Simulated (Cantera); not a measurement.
Input: 1 mol Si₂H₆, 37 mol N₂, equilibrated at 1600 K and 1000 Pa.

Cantera equilibrium calculation (NASA polynomials, part measured and part estimated; ideal gas, pure solids and liquids). Candidate condensed phases: Si, Si₃N₄; 18 gas species. The feed counts by its element totals alone. Kinetics and transport are ignored.

Base state: N₂ 0.922, H₂ 0.0775, H 0.000151 (mole fractions); condensed: Si₃N₄(s).

### Question
What changes in the equilibrium state with this change: Si₂H₆ replaced by SiH₄?

### Answer
```tsv
species	before	after
N₂	0.922	0.948
H₂	0.0775	0.0521
H	0.000151	0.000124
Si₃N₄(s), mol	0.667	0.333
```

### Question
What changes in the equilibrium state with this change: 1.8 mol H₂O added?

### Answer
```tsv
species	before	after
N₂	0.922	0.872
H₂	0.0775	0.115
SiO	0	0.0133
H₂O	0	2.22e-5
H	0.000151	0.000184
Si₃N₄(s), mol	0.667	0
SiO₂(β-quartz), mol	0	0.348
Si₂N₂O(s), mol	0	0.549
```
Mutual solubility and eutectic melting of coexisting phases are not modelled. The tables hold silica as quartz up to 1696 K and as liquid above; real silica turns to tridymite and cristobalite and melts near 1996 K. Further candidate phases: H₂O, SiO₂, Si₂N₂O.
